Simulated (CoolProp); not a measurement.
Properties of propylene along the isotherm 341.7 K.

Computed with CoolProp (reference Helmholtz-energy equation of state, Lemmon 2013).

```
p (kPa)  phase       Z  cp (kJ/(kg K))  speed of sound (m/s)  Joule-Thomson coefficient (K/MPa)  isothermal compressibility (1/MPa)  conductivity (mW/(m K))
-------  -----  ------  --------------  --------------------  ---------------------------------  ----------------------------------  -----------------------
207        gas  0.9807           1.718                 272.3                              11.59                               4.927                     21.9
414        gas  0.9608           1.747                 268.1                              11.84                               2.517                     22.1
621        gas  0.9403           1.778                   [?]                              12.12                               1.717                     22.4
828        gas  0.9191           1.814                 259.1                              12.42                               1.321                     22.7
1040       gas  0.8966           1.856                 254.2                              12.75                               1.083                     23.0
1240       gas  0.8744           1.902                 249.3                              13.09                              0.9358                     23.4
1450       gas  0.8501           1.959                 244.0                              13.47                              0.8292                     23.9
1660       gas     [?]           2.027                   [?]                              13.90                              0.7543                     24.5
1860       gas  0.7987           2.105                 232.7                              14.36                              0.7038                     25.1
2070       gas  0.7699           2.209                 226.3                              14.90                              0.6681                     25.9
2280       gas  0.7387           2.345                 219.3                              15.51                              0.6483                     26.9
```

Problem. Fill in the missing entries.

Solution. 
- 621, speed of sound (m/s): 263.7
- 1660, Z: 0.8245
- 1660, speed of sound (m/s): 238.4

Thermal conductivity comes from a separate model (Huber 2003), an estimate that may be off by 10 % or more.
